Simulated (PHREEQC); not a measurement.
A solution holds 0.25 mol/kgw NaHCO3 and 0.00055 mol/kgw NaOH, at 25 °C. Closed to the air; pH follows from the charge balance.

The numbers come from PHREEQC with the ion-association model, phreeqc.dat.

Each row changes one thing in this solution. Precipitation was switched off in this run.

| case | pH | ionic strength (mol/kgw) | Na+ (mol/kgw) |
|---|---|---|---|
| as made | 7.91 | 0.235 | 0.233 |
| NaOH from 0.00055 to 0.000605 mol/kgw | (withheld) | 0.235 | 0.233 |
| NaOH left out | 7.89 | 0.234 | 0.232 |
| NaHCO3 left out | 10.72 | 0.000550 | 0.000550 |
| NaHCO3 from 0.25 to 0.375 mol/kgw | 7.84 | 0.344 | 0.341 |
| NaHCO3 from 0.25 to 0.225 mol/kgw | (withheld) | 0.212 | 0.210 |

Problem. Complete the blanks.

Solution. 
- NaOH from 0.00055 to 0.000605 mol/kgw, pH: 7.92
- NaHCO3 from 0.25 to 0.225 mol/kgw, pH: 7.93

Species that the database lacks are ignored.
